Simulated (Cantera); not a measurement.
Cantera run, input and output.

```python
import numpy as np
import cantera as ct

gas = ct.Solution("h2o2.yaml")
gas.TPX = 1200, 800, {'H2': 0.015, 'O2': 1, 'N2': 0.69}
inlet = ct.Reservoir(gas, clone=True)

reactor = ct.IdealGasConstPressureReactor(gas, energy="off", clone=False)
exhaust = ct.Reservoir(gas, clone=True)
tau = [29, 11, 4.1, 1.5, 0.58, 0.22, 0.083, 0.031, 0.012, 0.0044][0]
for a, b in ((inlet, reactor), (reactor, exhaust)):
    ct.MassFlowController(a, b, mdot=lambda t: reactor.mass / tau)
net = ct.ReactorNet([reactor])
show = ['H2', 'O2', 'H2O2', 'OH', 'HO2', 'H', 'H2O']

rows = []
print(f"{'tau/s':>10s}{'T/K':>9s}" + "".join(f"{s:>11s}" for s in show))
for tau in [29, 11, 4.1, 1.5, 0.58, 0.22, 0.083, 0.031, 0.012, 0.0044]:
    net.initial_time = 0.0
    net.advance(30 * tau)
    before = gas.X
    net.advance(40 * tau)
    drift = np.max(np.abs(gas.X - before) / (gas.X + 1e-9))
    rows.append([gas.T, *gas[show].X, drift])
    print(f"{tau:10.3e}{gas.T:9.1f}" + "".join(f"{x:11.3e}" for x in gas[show].X))
```

It prints:

```
     tau/s      T/K         H2         O2       H2O2         OH        HO2          H        H2O
 2.900e+01   1200.0  9.184e-06  5.842e-01  5.321e-09  1.824e-04  1.222e-07  9.574e-06  8.729e-03
 1.100e+01   1200.0  1.615e-05  5.839e-01  6.638e-09  2.479e-04  1.739e-07  2.386e-05  8.680e-03
 4.100e+00   1200.0  2.839e-05  5.833e-01  7.911e-09  3.338e-04  2.387e-07  5.747e-05  8.604e-03
 1.500e+00   1200.0  5.004e-05  5.824e-01  9.085e-09  4.404e-04  3.132e-07  1.285e-04  8.488e-03
 5.800e-01   1200.0  8.601e-05  5.813e-01  1.019e-08  5.532e-04  3.845e-07  2.411e-04  8.332e-03
 2.200e-01   1200.0  1.556e-04  5.802e-01  1.175e-08  6.762e-04  4.533e-07  3.893e-04  8.120e-03
 8.300e-02   1200.0  3.065e-04  5.796e-01  1.467e-08  8.218e-04  5.227e-07  5.452e-04  7.813e-03
 3.100e-02   1200.0  6.576e-04  5.796e-01  2.030e-08  1.018e-03  5.998e-07  6.926e-04  7.287e-03
 1.200e-02   1200.0  1.416e-03  5.801e-01  2.855e-08  1.237e-03  6.693e-07  7.838e-04  6.372e-03
 4.400e-03   1200.0  3.147e-03  5.816e-01  3.498e-08  1.340e-03  6.962e-07  6.962e-04  4.632e-03
```

Model: the H2/O2 subset of GRI-Mech 3.0, which has no nitrogen chemistry, integrated in Cantera. Radical loss at walls, strong at low pressure, is not modelled.
